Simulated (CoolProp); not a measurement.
Saturation properties of CF4 (R14) (Tc = -45.8 °C, pc = 3762 kPa, ω = 0.178).

Values from CoolProp's reference Helmholtz-energy equation of state, Platzer 1990. This equation is an older, rougher fit; its heat capacities, sound speeds and derivatives of the liquid may be far off and weren't checked against measurements.

```json
[
 {"T (°C)": "-103.25", "p (kPa)": "438.4", "liquid density (kg/m³)": "1462", "vapour Z": "0.8955", "liquid viscosity (µPa s)": "155", "liquid conductivity (mW/(m K))": "77.0"},
 {"T (°C)": "-99.55", "p (kPa)": "524.7", "liquid density (kg/m³)": "1439", "vapour Z": "0.8808", "liquid viscosity (µPa s)": "146", "liquid conductivity (mW/(m K))": "74.2"},
 {"T (°C)": "-95.75", "p (kPa)": "625.8", "liquid density (kg/m³)": "1414", "vapour Z": "0.8642", "liquid viscosity (µPa s)": "138", "liquid conductivity (mW/(m K))": "71.4"},
 {"T (°C)": "-92.05", "p (kPa)": "737.6", "liquid density (kg/m³)": "1389", "vapour Z": "0.8468", "liquid viscosity (µPa s)": "131", "liquid conductivity (mW/(m K))": "68.6"},
 {"T (°C)": "-88.35", "p (kPa)": "863.5", "liquid density (kg/m³)": "1363", "vapour Z": "0.8279", "liquid viscosity (µPa s)": "124", "liquid conductivity (mW/(m K))": "65.9"},
 {"T (°C)": "-84.55", "p (kPa)": "1009", "liquid density (kg/m³)": "1336", "vapour Z": "0.8070", "liquid viscosity (µPa s)": "117", "liquid conductivity (mW/(m K))": "63.0"},
 {"T (°C)": "-80.85", "p (kPa)": "1166", "liquid density (kg/m³)": "1308", "vapour Z": "0.7849", "liquid viscosity (µPa s)": "111", "liquid conductivity (mW/(m K))": "60.3"},
 {"T (°C)": "-77.15", "p (kPa)": "1342", "liquid density (kg/m³)": "1278", "vapour Z": "0.7610", "liquid viscosity (µPa s)": "104", "liquid conductivity (mW/(m K))": "57.5"},
 {"T (°C)": "-73.35", "p (kPa)": "1541", "liquid density (kg/m³)": "1245", "vapour Z": "0.7344", "liquid viscosity (µPa s)": "98.1", "liquid conductivity (mW/(m K))": "54.7"},
 {"T (°C)": "-69.65", "p (kPa)": "1756", "liquid density (kg/m³)": "1211", "vapour Z": "0.7061", "liquid viscosity (µPa s)": "92.1", "liquid conductivity (mW/(m K))": "51.9"},
 {"T (°C)": "-65.95", "p (kPa)": "1992", "liquid density (kg/m³)": "1173", "vapour Z": "0.6750", "liquid viscosity (µPa s)": "86.2", "liquid conductivity (mW/(m K))": "49.1"},
 {"T (°C)": "-62.15", "p (kPa)": "2259", "liquid density (kg/m³)": "1131", "vapour Z": "0.6394", "liquid viscosity (µPa s)": "80.0", "liquid conductivity (mW/(m K))": "46.3"}
]
```

It boils at -128.0 °C under 1 atm.

Viscosity comes from a separate model (Huber 2003), an estimate that may be off by 10 % or more. Thermal conductivity comes from a separate model (Huber 2003), an estimate that may be off by 10 % or more.
